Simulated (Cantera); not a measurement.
An isothermal, constant-pressure homogeneous reactor starts with C2H4 : H2 = 0.26 : 1.3 (molar parts), at 1800 K and 0.220 bar.

Computed with Cantera and GRI-Mech 3.0 (53 species, 325 reactions). GRI-Mech 3.0 was tuned for natural gas; its chemistry of ethylene as a main component is partial and can be far from experiment. GRI-Mech 3.0 stops at C3 and has no aromatics, soot or wall deposition, so with more carbon than oxygen in the feed, carbon stays in small species such as C2H2 where larger ones or solid carbon would form.

x: mole fraction; the columns are a selection and need not sum to one.

```csv
t (s),x C2H4,x H2,x CH2,x C2H,x CH3,x C2H2,x H
0.000200,0.148,0.836,2.16e-8,___,2.84e-7,0.0155,6.05e-5
0.000507,0.116,0.840,2.92e-8,___,5.80e-7,0.0433,0.000104
0.00128,0.0578,0.849,1.81e-8,___,7.77e-7,0.0932,0.000129
0.00325,0.00774,0.856,4.65e-9,___,1.50e-6,0.136,0.000227
0.00825,0.000625,0.856,5.17e-9,9.61e-7,4.83e-6,0.142,0.000662
0.0209,0.000620,0.856,7.68e-9,1.04e-6,7.06e-6,0.142,0.000716
0.0529,0.000619,0.856,1.20e-8,1.04e-6,1.17e-5,0.142,0.000716
0.134,0.000618,0.856,2.23e-8,1.04e-6,2.28e-5,0.142,0.000715
0.340,0.000616,0.855,4.17e-8,1.03e-6,4.39e-5,0.141,0.000713
0.861,0.000615,0.854,5.72e-8,1.03e-6,6.11e-5,0.141,0.000711
2.18,0.000615,0.854,5.90e-8,1.03e-6,6.30e-5,0.141,0.000710
5.53,0.000615,0.854,5.90e-8,1.03e-6,6.30e-5,0.141,0.000710
14.0,0.000615,0.854,5.90e-8,1.03e-6,6.30e-5,0.141,0.000710
35.5,0.000615,0.854,5.90e-8,1.03e-6,6.30e-5,0.141,0.000710
90.0,0.000615,0.854,5.90e-8,1.03e-6,6.30e-5,0.141,0.000710
```

Problem. What belongs in the gaps?

Solution. 
- 0.000200, x C2H: 9.82e-9
- 0.000507, x C2H: 4.67e-8
- 0.00128, x C2H: 1.24e-7
- 0.00325, x C2H: 3.17e-7
